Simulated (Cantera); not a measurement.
A closed system holds: 1 mol B2O3, 0.17 mol O2, 49 mol H2, 0.56 mol N2, held at 133 Pa.

These are equilibrium values from Cantera (NASA tables, ideal gas, pure condensed phases), not measurements of a reactor. Candidate condensed phases: B, BN, B2O3, B3O3H3, H2O; 39 gas species. The numbers say what is thermodynamically allowed, not how fast it happens. All values below are at 1725 K.

Base state: H2 0.947, HBO2 0.0174, N2 0.0110, HBO 0.00901, B2O3 0.00570, H 0.00495, H2O 0.00335, BO 0.000914 (mole fractions); condensed: gas only.

### Question
What changes in the equilibrium state with this change: B2O3 replaced by B2H6?

### Answer
| species | before | after |
|---|---|---|
| H2 | 0.947 | 0.988 |
| HBO | 0.00901 | 0.00564 |
| H | 0.00495 | 0.00506 |
| HBO2 | 0.0174 | 1.54e-6 |
| N2 | 0.0110 | 0.000752 |
| B2O3 | 0.00570 | 3.04e-7 |
| H2O | 0.00335 | 4.95e-7 |
| B(s), mol | 0 | 0.615 |
| BN(s), mol | 0 | 1.04 |
The feed counts by its element totals alone. Mutual solubility and eutectic melting of coexisting phases are not modelled. The tables' values for BH2 are old estimates; treat these amounts as uncertain.

### Question
What changes in the equilibrium state with this change: O2 from 0.17 to 2.2 mol?

### Answer
```csv
species,before,after
H2,0.947,0.877
H2O,0.00335,0.0692
HBO2,0.0174,0.0361
N2,0.0110,0.0110
B2O2,0.000376,3.54e-6
OH,9.65e-7,2.07e-5
HBO,0.00901,0.000840
```
